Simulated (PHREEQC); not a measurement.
0.011 g of hydrous ferric oxide (600 m²/g; 0.2 weak and 0.005 strong sites per Fe, Dzombak-Morel constants, diffuse double layer) in 1 kg of water with 0.005 mol/kgw of an inert sodium salt and 4.8e-06 mol/kgw MgCl2, 2.5e-06 mol/kgw MnCl2 and 4.1e-08 mol/kgw BaCl2, at 25 °C; the pH is set by adding NaOH or the inert anion's acid. The system is closed to oxygen. CO2 from the air is kept out. Precipitation was switched off in this run.

Base run: PHREEQC, ion-association model, wateq4f.dat. Each further column changes one thing. The table gives Mn sorbed (%).

| pH | base | no electrostatic term (-no_edl) | background salt from 0.005 to 0.0005 mol/kgw | oxide from 0.011 to 0.055 g/kgw |
|---|---|---|---|---|
| 4 | 0.0 | 0.0 | 0.0 | 0.0 |
| 4.5 | 0.0 | 0.0 | 0.0 | 0.0 |
| 5 | 0.0 | 0.0 | 0.0 | 0.0 |
| 5.5 | 0.0 | 0.1 | 0.0 | 0.1 |
| 6 | 0.2 | 0.9 | 0.2 | … |
| 6.5 | 1.4 | 6.1 | 1.4 | 6.4 |
| 7.5 | 21.7 | 30.2 | … | 72.7 |
| 8 | 40.5 | 46.8 | 42.8 | 94.4 |
| 8.5 | 74.0 | 65.6 | … | 99.3 |
| 9 | 93.1 | 77.6 | … | 99.9 |
| 9.5 | 98.4 | 82.4 | … | 100.0 |
| 10 | 99.7 | 82.8 | 99.8 | 100.0 |

Task: Fill in the missing entries.

Result: 
- 6, oxide from 0.011 to 0.055 g/kgw: 0.8
- 7.5, background salt from 0.005 to 0.0005 mol/kgw: 22.6
- 8.5, background salt from 0.005 to 0.0005 mol/kgw: 76.7
- 9, background salt from 0.005 to 0.0005 mol/kgw: 94.1
- 9.5, background salt from 0.005 to 0.0005 mol/kgw: 98.7
